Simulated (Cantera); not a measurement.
# Thermodynamics of carbon deposition, reforming and gasification, feed C3H6 + O2 + H2

Input: 1 mol C3H6, 0.0071 mol O2, 2.3 mol H2, at 1.00 bar.

Cantera equilibrium calculation (NASA polynomials, part measured and part estimated; ideal gas, pure solids and liquids). Candidate condensed phases: C, C6H6, C7H8, C8H18, H2O; 110 gas species. The numbers say what is thermodynamically allowed, not how fast it happens.

From 1848 K to 2448 K the condensed part is C(graphite). The main C-bearing gas is CO at 1848 K and C2H2 (acetylene) at 2448 K. The share of C in condensed phases is highest at 1848 K (99.3 %) and lowest at 2448 K (96.5 %).

```tsv
T (K)	x H2	x H	x C2H2 (acetylene)	x CO	x CH4	x CH3	n C(graphite)
1848	0.996	0.000529	0.000256	0.00267	0.000653	6.99e-6	2.98
1948	0.995	0.00113	0.000536	0.00267	0.000485	1.09e-5	2.98
2048	0.994	0.00223	0.00104	0.00267	0.000370	1.63e-5	2.97
2148	0.991	0.00415	0.00190	0.00267	0.000290	2.34e-5	2.96
2248	0.986	0.00730	0.00327	0.00266	0.000231	3.25e-5	2.95
2348	0.980	0.0122	0.00535	0.00266	0.000187	4.35e-5	2.93
2448	0.969	0.0196	0.00838	0.00265	0.000154	5.65e-5	2.89
```
x: gas mole fraction; n: condensed amount in mol.
